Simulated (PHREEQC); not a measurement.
Dissolve 0.048 mol/kgw HF, 0.032 mol/kgw H2SiF6 and 0.0014 mol/kgw HBF4 at 10 °C. Closed to the air; pH follows from the charge balance.

Computed with PHREEQC (ion-association model, wateq4f.dat).

No solid was allowed to form.

Question: Estimate the pH, ionic strength.

Answer: pH 1.26; ionic strength 0.0982 mol/kgw.

Question: In which forms is F present?

Answer: SiF6-2 78 %, HF 15 %, H2F2 4.7 %, BF4- 2.3 % of the F.

Species that the database lacks are ignored. At this temperature some constants are extrapolated from 25 °C, and those without enthalpy data are left unchanged. SiF6-2 is the database's only silicon fluoride. Real BF4- forms and hydrolyses slowly; the run takes it at equilibrium.
